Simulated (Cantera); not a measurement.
**Adiabatic ignition**

An adiabatic, constant-volume homogeneous reactor starts with 1.64 % CH4, 0.474 % C2H6, 0.245 % C3H8, 20.4 % O2, 77.2 % N2, equivalence ratio 0.30, at 1000 K and 1.01 bar.

Computed with Cantera and GRI-Mech 3.0 (53 species, 325 reactions).

```
t (s)     T (K)  P (bar)   x CH4   x C2H6    x C3H8   x NO2    x C2H4
--------  -----  -------  ------  -------  --------  ------  --------
4.00e-6    1000     1.01  0.0164  0.00474   0.00245  <1e-12  2.59e-11
8.25e-6    1000     1.01  0.0164  0.00474   0.00245  <1e-12  7.86e-11
1.70e-5    1000     1.01  0.0164  0.00474   0.00245  <1e-12  2.05e-10
3.50e-5    1000     1.01  0.0164  0.00474   0.00245  <1e-12  4.77e-10
7.22e-5    1000     1.01  0.0164  0.00474   0.00245  <1e-12   1.05e-9
0.000149   1000     1.01  0.0164  0.00474   0.00245  <1e-12   2.30e-9
0.000307   1000     1.01  0.0164  0.00474   0.00245  <1e-12   5.12e-9
0.000632   1000     1.01  0.0164  0.00474   0.00245  <1e-12   1.20e-8
0.00130    1000     1.01  0.0164  0.00474   0.00245  <1e-12   3.00e-8
0.00269    1000     1.01  0.0164  0.00474   0.00245  <1e-12   8.14e-8
0.00554    1000     1.01  0.0164  0.00474   0.00245  <1e-12   2.36e-7
0.0114     1000     1.01  0.0164  0.00474   0.00245  <1e-12   7.65e-7
0.0235     1000     1.01  0.0164  0.00474   0.00245  <1e-12   3.48e-6
0.0485     1000     1.01  0.0163  0.00472   0.00244  <1e-12   4.25e-5
0.100      1087     1.11  0.0131  0.00179  0.000882  <1e-12   0.00384
```
x: mole fraction; the columns are a selection and need not sum to one.

Adiabatic equilibrium, at 1872 K, not reached in this time: CH4 <1e-12, C2H6 <1e-12, C3H8 <1e-12, NO2 1.04e-5, C2H4 <1e-12 (gas phase only).
